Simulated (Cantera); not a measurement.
A Cantera script and what it prints.

```python
import numpy as np
import cantera as ct

gas_names = """
    C CH CH2 CH3 CH4 C2 C2H C2H2,acetylene C2H2,vinylidene C2H3,vinyl C2H4 C2H5 C2H6 C3 C3H3,propargyl
    C3H4,allene C3H4,propyne C3H4,cyclo- C3H5,allyl C3H6,propylene C3H6,cyclo- C3H7,n-propyl
    C3H7,i-propyl C3H8 C4 C4H2 C4H4,1,3-cyclo- C4H6,butadiene C4H6,2-butyne C4H6,cyclo- C4H8,1-butene
    C4H8,cis2-buten C4H8,tr2-butene C4H8,isobutene C4H8,cyclo- C4H9,n-butyl C4H9,i-butyl C4H9,s-butyl
    C4H9,t-butyl C4H10,isobutane C4H10,n-butane C5 C5H6,1,3cyclo- C5H8,cyclo- C5H10,1-pentene
    C5H10,cyclo- C5H11,pentyl C5H11,t-pentyl C5H12,n-pentane C5H12,i-pentane CH3C(CH3)2CH3 C6H2
    C6H5,phenyl C6H6 C6H10,cyclo- C6H12,1-hexene C6H12,cyclo- C6H13,n-hexyl C7H7,benzyl C7H8
    C7H14,1-heptene C7H15,n-heptyl C7H16,n-heptane C8H8,styrene C8H10,ethylbenz C8H16,1-octene
    C8H17,n-octyl C8H18,isooctane C8H18,n-octane C9H19,n-nonyl C10H8,naphthale C10H21,n-decyl
    C12H9,o-bipheny C12H10,bipheny H H2 Ti
""".split()
cond_names = """
    C(gr) C6H6(L) C7H8(L) C8H18(L),n-octa Ti(a) Ti(b) Ti(L) TiC(s) TiC(L)
""".split()


def load(file, names, dense=False):
    # The tables refer to 1 bar. Condensed volumes are neglected.
    table = {s.name: s for s in ct.Species.list_from_file(file)}
    out = []
    for n in names:
        d = dict(table[n].input_data)
        d["thermo"] = dict(d["thermo"], **{"reference-pressure": 1e5})
        if dense:
            d["equation-of-state"] = {"model": "constant-volume", "density": "1e6 g/cm^3"}
        out.append(ct.Species.from_dict(d))
    return out


gas = ct.Solution(thermo="ideal-gas", species=load("nasa_gas.yaml", gas_names))
cond = {s.name: ct.Solution(thermo="fixed-stoichiometry", species=[s], name=s.name)
        for s in load("nasa_condensed.yaml", cond_names, dense=True)}
atoms = {
    'Ti': {'Ti': 1},
    'CH4': {'C': 1, 'H': 4},
    'H2': {'H': 2},
}
top_T = {'C(gr)': 4500}  # K; cautious upper limits of use, not melting points


def equilibrate(T, P, feed):
    n = {}
    for name, mol in feed.items():
        for a, k in atoms[name].items():
            n[a] = n.get(a, 0.0) + k * mol
    gas.TPX = T, P, n
    mass = sum(n.values()) * gas.mean_molecular_weight
    gas.equilibrate("TP")
    valid = [c for c in cond.values() if c.min_temp <= T <= top_T.get(c.name, c.max_temp)]
    mix = ct.Mixture([(gas, mass / gas.mean_molecular_weight)] + [(c, 0.0) for c in valid])
    mix.T, mix.P = T, P
    mix.equilibrate("TP", solver="vcs", rtol=1e-11, max_steps=5000)
    return mix


results = []
feed = {'Ti': 1, 'CH4': 0.88, 'H2': 190}  # mol
P = 56000  # Pa
for T in [1023, 1123, 1223, 1323, 1423, 1523, 1623]:
    mix = equilibrate(T, P, feed)
    results.append((T, P, feed, dict(zip(mix.species_names, mix.species_moles))))
    x = sorted(zip(gas.X, gas.species_names), reverse=True)
    print(f"T = {T:g} K  P = {P:g} Pa  gas = {mix.phase_moles(0):.4g} mol")
    print("   x: " + "  ".join(f"{s} {v:.3e}" for v, s in x if v > 1e-06))
    print("   condensed (mol): " + ("  ".join(f"{mix.phase(i).name} {mix.phase_moles(i):.4g}"
          for i in range(1, mix.n_phases) if mix.phase_moles(i) > 1e-12) or "none"))
```

It prints:

```
T = 1023 K  P = 56000 Pa  gas = 191.8 mol
   x: H2 1.000e+00
   condensed (mol): Ti(a) 0.12  TiC(s) 0.88
T = 1123 K  P = 56000 Pa  gas = 191.8 mol
   x: H2 1.000e+00
   condensed (mol): Ti(a) 0.12  TiC(s) 0.88
T = 1223 K  P = 56000 Pa  gas = 191.8 mol
   x: H2 1.000e+00
   condensed (mol): Ti(b) 0.12  TiC(s) 0.88
T = 1323 K  P = 56000 Pa  gas = 191.8 mol
   x: H2 1.000e+00  H 2.119e-06
   condensed (mol): Ti(b) 0.12  TiC(s) 0.88
T = 1423 K  P = 56000 Pa  gas = 191.8 mol
   x: H2 1.000e+00  H 8.876e-06
   condensed (mol): Ti(b) 0.12  TiC(s) 0.88
T = 1523 K  P = 56000 Pa  gas = 191.8 mol
   x: H2 1.000e+00  H 3.088e-05
   condensed (mol): Ti(b) 0.12  TiC(s) 0.88
T = 1623 K  P = 56000 Pa  gas = 191.8 mol
   x: H2 9.999e-01  H 9.236e-05
   condensed (mol): Ti(b) 0.12  TiC(s) 0.88
```

Method: chemical equilibrium by Gibbs-energy minimisation in Cantera with the NASA 1993 tables (ideal gas, pure condensed phases). Mutual solubility and eutectic melting of coexisting phases are not modelled. TiC: taken at fixed stoichiometry. Condensed phases not in the tables: N, O or C dissolved in the metal.
